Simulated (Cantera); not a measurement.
A closed system holds: 1 mol borazine, 100 mol H2, at 1750 °C and 10.0 Torr.

Cantera equilibrium calculation (NASA polynomials, part measured and part estimated; ideal gas, pure solids and liquids). Candidate condensed phases: B, BN; 15 gas species. The feed counts by its element totals alone. Mutual solubility and eutectic melting of coexisting phases are not modelled. The tables' values for BH2 are old estimates; treat these amounts as uncertain. The numbers say what is thermodynamically allowed, not how fast it happens.

Base state: H2 0.971, H 0.0162, N2 0.0124, BH2 0.000518, B 1.46e-5 (mole fractions); condensed: B(s) + BN(s).

Q: What changes in the equilibrium state with this change: temperature from 1750 °C to 1150 °C?

A: 
| species | before | after |
|---|---|---|
| H2 | 0.971 | 1.000 |
| H | 0.0162 | 5.76e-5 |
| BH2 | 0.000518 | 1.16e-6 |
| N2 | 0.0124 | 6.42e-7 |
| B | 1.46e-5 | <1e-9 |
| B(s), mol | 2.55 | 0 |
| BN(s), mol | 0.393 | 3.00 |
